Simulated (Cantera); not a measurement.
A Cantera script and its output.

```python
import numpy as np
import cantera as ct

gas = ct.Solution("gri30.yaml")
gas.TPX = 2025, 710000, {'CH4': 1, 'H2O': 0.37, 'H2': 0.099}
inlet = ct.Reservoir(gas, clone=True)

reactor = ct.IdealGasConstPressureReactor(gas, energy="off", clone=False)
exhaust = ct.Reservoir(gas, clone=True)
tau = [0.73, 0.37, 0.18, 0.093, 0.047, 0.023, 0.012, 0.0059, 0.003, 0.0015][0]
for a, b in ((inlet, reactor), (reactor, exhaust)):
    ct.MassFlowController(a, b, mdot=lambda t: reactor.mass / tau)
net = ct.ReactorNet([reactor])
show = ['CH4', 'H2O', 'H2', 'CH2O', 'OH', 'C2H4', 'HO2']

rows = []
print(f"{'tau/s':>10s}{'T/K':>9s}" + "".join(f"{s:>11s}" for s in show))
for tau in [0.73, 0.37, 0.18, 0.093, 0.047, 0.023, 0.012, 0.0059, 0.003, 0.0015]:
    net.initial_time = 0.0
    net.advance(30 * tau)
    before = gas.X
    net.advance(40 * tau)
    drift = np.max(np.abs(gas.X - before) / (gas.X + 1e-9))
    rows.append([gas.T, *gas[show].X, drift])
    print(f"{tau:10.3e}{gas.T:9.1f}" + "".join(f"{x:11.3e}" for x in gas[show].X))
```

Output:

```
     tau/s      T/K        CH4        H2O         H2       CH2O         OH       C2H4        HO2
 7.300e-01   2025.0  1.951e-02  1.438e-03  7.417e-01  2.903e-07  1.262e-07  3.115e-03  2.117e-16
 3.700e-01   2025.0  2.002e-02  2.783e-03  7.403e-01  2.955e-07  2.444e-07  3.132e-03  7.934e-16
 1.800e-01   2025.0  2.105e-02  5.521e-03  7.375e-01  3.074e-07  4.855e-07  3.165e-03  3.124e-15
 9.300e-02   2025.0  2.275e-02  1.008e-02  7.329e-01  3.315e-07  8.886e-07  3.220e-03  1.043e-14
 4.700e-02   2025.0  2.573e-02  1.803e-02  7.248e-01  3.868e-07  1.595e-06  3.315e-03  3.341e-14
 2.300e-02   2025.0  3.076e-02  3.110e-02  7.114e-01  5.170e-07  2.768e-06  3.469e-03  9.978e-14
 1.200e-02   2025.0  3.764e-02  4.770e-02  6.940e-01  7.634e-07  4.278e-06  3.661e-03  2.358e-13
 5.900e-03   2025.0  4.843e-02  7.015e-02  6.692e-01  1.282e-06  6.357e-06  3.917e-03  5.123e-13
 3.000e-03   2025.0  6.294e-02  9.372e-02  6.408e-01  2.159e-06  8.581e-06  4.199e-03  9.156e-13
 1.500e-03   2025.0  8.360e-02  1.174e-01  6.076e-01  3.615e-06  1.085e-05  4.555e-03  1.427e-12
```

Detailed kinetics in Cantera: GRI-Mech 3.0 (53 species, 325 reactions). GRI-Mech 3.0 stops at C3 and has no aromatics, soot or wall deposition, so with more carbon than oxygen in the feed, carbon stays in small species such as C2H2 where larger ones or solid carbon would form.
